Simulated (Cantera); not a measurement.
A Cantera script and its output.

```python
import numpy as np
import cantera as ct

gas = ct.Solution("h2o2.yaml")
gas.TPX = 400, 500000, {'H2': 1, 'O2': 0.82, 'N2': 3.08}
flame = ct.FreeFlame(gas, width=0.013)
flame.set_refine_criteria(ratio=3, slope=0.08, curve=0.16)
flame.transport_model = "mixture-averaged"
flame.solve(loglevel=0, auto=True)
flame.transport_model = "multicomponent"
flame.soret_enabled = False
flame.solve(loglevel=0, refine_grid=True)
z, T = flame.grid, flame.T
thick = (T[-1] - T[0]) / np.gradient(T, z).max()
show = ['H2', 'O2', 'O', 'HO2', 'OH', 'H']
print(f"laminar burning velocity  {flame.velocity[0] * 100:.3f} cm/s")
print(f"burnt temperature         {T[-1]:.1f} K")
print(f"thermal thickness         {thick * 1e3:.4f} mm")
print(f"grid points               {len(z)}")
z0 = z[flame.heat_release_rate.argmax()]
print(f"{'z/mm':>9s}{'T/K':>9s}{'u/(m/s)':>9s}" + "".join(f"{s:>11s}" for s in show))
rows = []
for k in (-3, -2, -1.5, -1, -0.5, -0.25, 0, 0.25, 0.5, 1, 2, 4, 8):
    zz = z0 + k * thick
    rows.append([k * thick, np.interp(zz, z, T), np.interp(zz, z, flame.velocity),
                 *(np.interp(zz, z, flame.X[gas.species_index(s)]) for s in show)])
    print(f"{rows[-1][0] * 1e3:9.3f}{rows[-1][1]:9.1f}{rows[-1][2]:9.3f}" + "".join(f"{x:11.3e}" for x in rows[-1][3:]))
```

Output:

```
laminar burning velocity  78.192 cm/s
burnt temperature         1894.5 K
thermal thickness         0.0750 mm
grid points               116
     z/mm      T/K  u/(m/s)         H2         O2          O        HO2         OH          H
   -0.225    400.2    0.780  2.018e-01  1.678e-01  6.818e-11  3.585e-08  4.577e-13  1.169e-14
   -0.150    402.1    0.778  1.951e-01  1.692e-01  8.933e-10  5.557e-07  8.733e-12  1.906e-13
   -0.113    408.5    0.781  1.845e-01  1.712e-01  4.662e-09  3.291e-06  1.075e-10  1.960e-12
   -0.075    448.7    0.835  1.579e-01  1.746e-01  5.505e-08  3.434e-05  6.844e-09  1.814e-10
   -0.038    715.7    1.278  1.013e-01  1.668e-01  9.836e-06  5.174e-04  1.907e-05  9.790e-06
   -0.019   1056.2    1.861  6.546e-02  1.451e-01  2.351e-04  6.297e-04  4.079e-04  4.345e-04
    0.000   1392.7    2.445  3.390e-02  1.156e-01  1.372e-03  3.467e-04  1.865e-03  1.890e-03
    0.019   1606.1    2.821  1.497e-02  9.369e-02  2.434e-03  1.889e-04  4.099e-03  2.478e-03
    0.038   1721.0    3.022  7.093e-03  8.373e-02  2.457e-03  1.133e-04  5.354e-03  1.879e-03
    0.075   1819.2    3.190  2.595e-03  7.859e-02  1.494e-03  5.089e-05  5.089e-03  7.206e-04
    0.150   1870.8    3.275  7.864e-04  7.765e-02  5.078e-04  1.657e-05  3.272e-03  1.320e-04
    0.300   1888.4    3.304  1.996e-04  7.778e-02  1.391e-04  4.895e-06  1.780e-03  1.809e-05
    0.600   1893.4    3.312  6.607e-05  7.793e-02  5.169e-05  2.308e-06  1.101e-03  3.941e-06
```

Detailed kinetics in Cantera: the H2/O2 subset of GRI-Mech 3.0, which has no nitrogen chemistry. The hydrogen kinetics of GRI-Mech 3.0 are dated; newer H2 mechanisms differ, most at raised pressure. Burning velocities carry a grid error of a few per cent, more on coarse grids. Lean hydrogen flames are cellular in practice and burn faster than this planar one.
